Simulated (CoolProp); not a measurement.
Computed with CoolProp (reference Helmholtz-energy equation of state, Gao 2020).

**Question.** Give the vapour pressure (MPa), liquid cp (kJ/(kg K)), surface tension (mN/m) of saturated ammonia at 300.4, 326.2 K.

**Answer.** 
```csv
T (K),p (MPa),liquid cp (kJ/(kg K)),surface tension (mN/m)
300.4,1.07,4.80,20.0
326.2,2.20,5.12,14.2
```

Surface tension comes from a separate correlation (Mulero 2012).
